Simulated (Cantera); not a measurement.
Reactions in the system Cl-Fe-H

Standard-state values (1 bar) from the NASA 1993 polynomials, evaluated with Cantera. Values are per mole of reaction as written; species without (g) are pure solids or liquids, kept so even where they would boil at 1 bar.

2 FeCl3(g) + 3 H2(g) = 6 HCl(g) + 2 Fe

| T (K) | ΔH° (kJ) | ΔS° (J/K) | ΔG° (kJ) | log10 K |
|---|---|---|---|---|
| 1250 | -39.5 | 96.4 | -160.1 | 6.69 |
| 1325 | -39.0 | 96.9 | -167.3 | 6.60 |
| 1400 | -38.2 | 97.4 | -174.6 | 6.51 |
| 1475 | -37.3 | 98.1 | -181.9 | 6.44 |
| 1550 | -36.2 | 98.8 | -189.3 | 6.38 |
| 1625 | -34.9 | 99.6 | -196.8 | 6.32 |
